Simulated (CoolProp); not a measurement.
CHF3 (R23) along the isobar 500 kPa: Z from the reference equation and from simpler models built on Tc = 26.1 °C, pc = 4832 kPa, ω = 0.263; each cubic takes its own stable root.

Values from CoolProp's reference Helmholtz-energy equation of state, Penoncello 2003.

| T (°C) | phase | reference | Redlich-Kwong | Soave-Redlich-Kwong | Peng-Robinson |
|---|---|---|---|---|---|
| -140.95 | liquid | 0.01923 | 0.02326 | 0.02289 | 0.02038 |
| -136.45 | liquid | 0.01877 | 0.02268 | 0.02229 | 0.01984 |
| -132.05 | liquid | 0.01836 | 0.02215 | 0.02174 | 0.01935 |
| -127.55 | liquid | 0.01796 | 0.02166 | 0.02123 | 0.01888 |
| -123.05 | liquid | … | 0.02120 | 0.02075 | 0.01845 |
| -118.65 | liquid | 0.01725 | 0.02079 | … | 0.01806 |
| -114.15 | liquid | 0.01693 | 0.02040 | … | 0.01769 |
| -109.65 | liquid | 0.01664 | 0.02004 | … | 0.01734 |
| -105.15 | liquid | … | 0.01971 | … | 0.01702 |
| -100.75 | liquid | 0.01611 | 0.01942 | 0.01887 | 0.01673 |
| -96.25 | liquid | … | 0.01914 | 0.01857 | 0.01646 |
| -91.75 | liquid | … | 0.01889 | 0.01830 | 0.01621 |
| -87.25 | liquid | 0.01544 | 0.01866 | 0.01805 | 0.01599 |
| -82.85 | liquid | 0.01526 | 0.01846 | 0.01783 | 0.01579 |
| -78.35 | liquid | 0.01509 | 0.01828 | 0.01763 | 0.01560 |

Question: What belongs in the gaps?

Answer: 
- -123.05, reference: 0.01759
- -118.65, Soave-Redlich-Kwong: 0.02032
- -114.15, Soave-Redlich-Kwong: 0.01991
- -109.65, Soave-Redlich-Kwong: 0.01953
- -105.15, reference: 0.01636
- -105.15, Soave-Redlich-Kwong: 0.01918
- -96.25, reference: 0.01587
- -91.75, reference: 0.01565
